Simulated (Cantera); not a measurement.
Charge: 1 mol Cu₂O, 0.7 mol H₂, a varied amount of H₂O, at 6.50 mbar.

Equilibrium computed with Cantera from the NASA thermochemical tables; the gas is ideal and each condensed phase is pure. Candidate condensed phases: Cu, CuO, Cu(OH)₂, Cu₂O, H₂O; 12 gas species. Each liquid is taken as pure. Mutual solubility and eutectic melting of coexisting phases are not modelled. Kinetics and transport are ignored.

Problem. What condenses at these points (T in K, n(H₂O) in mol): (1700, 0.55); (1650, 0.097); (1800, 0.36); (1800, 4.8); (1950, 2); (2000, 0.55)?

Solution. 
```csv
T (K),n(H₂O) in mol,condensed phases,Cu condensed (%)
1700,0.55,Cu,98.2
1650,0.097,Cu + Cu₂O,99.4
1800,0.36,Cu,94.4
1800,4.8,Cu,74.1
1950,2,gas only,0.0
2000,0.55,gas only,0.0
```
